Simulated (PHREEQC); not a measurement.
A solution holds 20.5 mmol/kgw CaCl2, at 25 °C. Closed to the air; pH follows from the charge balance.

All values are PHREEQC results (Pitzer model, pitzer.dat), not measurements.

No solid was allowed to form.

Task: Estimate the specific conductance, density.

Result: specific conductance 4500 µS/cm; density 0.999 g/cm³.

Species that the database lacks are ignored.
